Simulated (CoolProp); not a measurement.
The numbers come from the reference Helmholtz-energy equation of state, Gao 2016 in CoolProp.

### Question
For sulfur dioxide, give the phase and the density (kg/m³), cp (kJ/(kg K)), cv (kJ/(kg K)), expansivity (1/kK) at 329.9 K and 3.91 MPa; 372.3 K and 3.91 MPa; 478.2 K and 3.91 MPa.

### Answer
- 329.9 K and 3.91 MPa: liquid; density 1280, cp 1.44, cv 0.803, expansivity 2.46
- 372.3 K and 3.91 MPa: liquid; density 1130, cp 1.66, cv 0.809, expansivity 3.98
- 478.2 K and 3.91 MPa: gas; density 72.2, cp 0.885, cv 0.634, expansivity 3.35
